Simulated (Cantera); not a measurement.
Charge: 1 mol AlN, 13 mol HCl, 8.7 mol N2, equilibrated at 2050 K and 0.133 bar.

These are equilibrium values from Cantera (NASA tables, ideal gas, pure condensed phases), not measurements of a reactor. Candidate condensed phases: Al, AlCl3, AlN, NH4Cl; 20 gas species. The tables' values for AlCl2 are old estimates; treat these amounts as uncertain. The numbers say what is thermodynamically allowed, not how fast it happens.

Base state: HCl 0.462, N2 0.419, H2 0.0640, AlCl3 0.0337, Cl 0.00840, AlCl2 0.00824, AlCl 0.00355, H 0.00157 (mole fractions); condensed: gas only.

What changes in the equilibrium state with this change: temperature from 2050 K to 923.15 K?


| species | before | after |
|---|---|---|
| HCl | 0.462 | 0.461 |
| N2 | 0.419 | 0.424 |
| H2 | 0.0640 | 0.0691 |
| AlCl3 | 0.0337 | 0.0459 |
| Cl | 0.00840 | 1.14e-9 |
| AlCl2 | 0.00824 | 5.32e-9 |
| AlCl | 0.00355 | <1e-9 |
| H | 0.00157 | <1e-9 |
| Cl2 | 1.19e-5 | <1e-9 |
| Al2Cl6 | 1.90e-8 | 8.91e-5 |

What changes in the equilibrium state with this change: 1.2 mol O2 added?


| species | before | after |
|---|---|---|
| HCl | 0.462 | 0.490 |
| N2 | 0.419 | 0.399 |
| Cl | 0.00840 | 0.0704 |
| H2 | 0.0640 | 0.00103 |
| H2O | 0 | 0.0351 |
| AlCl3 | 0.0337 | 0.000365 |
| O2 | 0 | 0.00153 |
| OH | 0 | 0.000745 |
| NO | 0 | 0.000532 |
| O | 0 | 0.000104 |
| Al2O3(s), mol | 0 | 0.495 |
Further candidate phases: Al2O3, H2O.

What changes in the equilibrium state with this change: pressure from 0.133 bar to 0.760 bar?


```tsv
species	before	after
HCl	0.462	0.461
N2	0.419	0.422
H2	0.0640	0.0672
AlCl3	0.0337	0.0408
Cl	0.00840	0.00342
AlCl2	0.00824	0.00429
AlCl	0.00355	0.000793
H	0.00157	0.000675
```
